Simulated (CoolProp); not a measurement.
Saturation properties of R245ca (Tc = 447.6 K, pc = 39.41 bar, ω = 0.355).

The numbers come from the reference Helmholtz-energy equation of state, Zhou 2016 in CoolProp.

| T (K) | p (bar) | liquid cp (kJ/(kg K)) | vapour Z | surface tension (mN/m) |
|---|---|---|---|---|
| 333.3 | 3.295 | 1.443 | 0.9100 | 11.8 |
| 345.1 | 4.610 | 1.470 | 0.8860 | 10.3 |
| 356.8 | 6.273 | 1.502 | 0.8585 | 8.85 |
| 368.6 | 8.372 | 1.539 | 0.8266 | 7.43 |
| 380.4 | 10.96 | 1.587 | 0.7900 | 6.06 |
| 392.1 | 14.08 | 1.648 | 0.7482 | 4.76 |
| 403.9 | 17.86 | 1.739 | 0.6988 | 3.51 |
| 415.7 | 22.38 | 1.888 | 0.6396 | 2.35 |
| 427.4 | 27.70 | 2.204 | 0.5653 | 1.31 |

It boils at 298.4 K under 1 atm.

Surface tension comes from a separate correlation (Mulero 2012).
